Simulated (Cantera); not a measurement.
An adiabatic, constant-pressure homogeneous reactor starts with CH4 : O2 : N2 = 1 : 1.33 : 12.5 (molar parts), at 1750 K and 1.50 bar. Integrator tolerance rtol = 1e-08.

Computed with Cantera and GRI-Mech 3.0 (53 species, 325 reactions).

What does this change do: CH4 1 to 0.51 parts?


```json
[
 {"quantity": "time of steepest temperature rise", "before": "0.229 ms", "after": "0.191 ms"},
 {"quantity": "temperature at 3.00 s", "before": "2476 K", "after": "2416 K"},
 {"quantity": "equilibrium temperature", "before": "2476 K", "after": "2416 K"},
 {"quantity": "x(CH4) at 3.00 s", "before": "<1e-12 (gas-phase equilibrium <1e-12)", "after": "<1e-12 (gas-phase equilibrium <1e-12)"},
 {"quantity": "x(O2) at 3.00 s", "before": "9.46e-5 (gas-phase equilibrium 9.46e-5)", "after": "0.0197 (gas-phase equilibrium 0.0197)"},
 {"quantity": "x(HO2) at 3.00 s", "before": "4.28e-8 (gas-phase equilibrium 4.28e-8)", "after": "1.74e-6 (gas-phase equilibrium 1.74e-6)"},
 {"quantity": "x(CH3) at 3.00 s", "before": "<1e-12 (gas-phase equilibrium <1e-12)", "after": "<1e-12 (gas-phase equilibrium <1e-12)"},
 {"quantity": "x(CO2) at 3.00 s", "before": "0.0172 (gas-phase equilibrium 0.0172)", "after": "0.0312 (gas-phase equilibrium 0.0312)"}
]
```

What does this change do: initial temperature 1750 to 1000 K?


```json
[
 {"quantity": "time of steepest temperature rise", "before": "0.229 ms", "after": "2.13 s"},
 {"quantity": "temperature at 3.00 s", "before": "2476 K", "after": "1803 K"},
 {"quantity": "equilibrium temperature", "before": "2476 K", "after": "1804 K"},
 {"quantity": "x(CH4) at 3.00 s", "before": "<1e-12 (gas-phase equilibrium <1e-12)", "after": "2.04e-9 (gas-phase equilibrium 1.96e-11)"},
 {"quantity": "x(O2) at 3.00 s", "before": "9.46e-5 (gas-phase equilibrium 9.46e-5)", "after": "7.97e-9 (gas-phase equilibrium 7.99e-9)"},
 {"quantity": "x(HO2) at 3.00 s", "before": "4.28e-8 (gas-phase equilibrium 4.28e-8)", "after": "3.28e-12 (gas-phase equilibrium 3.28e-12)"},
 {"quantity": "x(CH3) at 3.00 s", "before": "<1e-12 (gas-phase equilibrium <1e-12)", "after": "5.95e-11 (gas-phase equilibrium <1e-12)"},
 {"quantity": "x(CO2) at 3.00 s", "before": "0.0172 (gas-phase equilibrium 0.0172)", "after": "0.0218 (gas-phase equilibrium 0.0218)"}
]
```
